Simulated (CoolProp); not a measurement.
Vapour-liquid equilibrium of n-hexane (1) + benzene (2) at 443 K; x and y are mole fractions of (1).

Values from CoolProp's multi-fluid Helmholtz-energy mixture model, Thol 2019 and Thol 2012; pair parameters Bell 2016.

```csv
x,bubble pressure (MPa),y at the bubble point,dew pressure at overall composition x (MPa),liquid density (mol/L)
0.05,0.8867,0.076,?,8.760
0.15,0.9387,0.205,0.9166,?
0.25,0.9799,0.313,?,7.912
0.35,1.013,0.409,0.9931,7.536
0.45,?,0.498,1.025,7.189
0.55,1.059,0.585,1.052,?
0.65,?,0.672,1.071,6.573
0.75,1.085,0.761,1.084,6.300
0.85,1.090,0.853,1.090,6.047
0.95,1.092,0.950,1.092,5.813
```

Q: Complete the blanks.

A: 
- 0.05, dew pressure at overall composition x (MPa): 0.8759
- 0.15, liquid density (mol/L): 8.319
- 0.25, dew pressure at overall composition x (MPa): 0.9563
- 0.45, bubble pressure (MPa): 1.039
- 0.55, liquid density (mol/L): 6.869
- 0.65, bubble pressure (MPa): 1.074

y crosses x between x = 0.85 and 0.95: the model has an azeotrope there.

Pair parameters are fitted to limited data, so mixtures are less certain than the pure fluids.
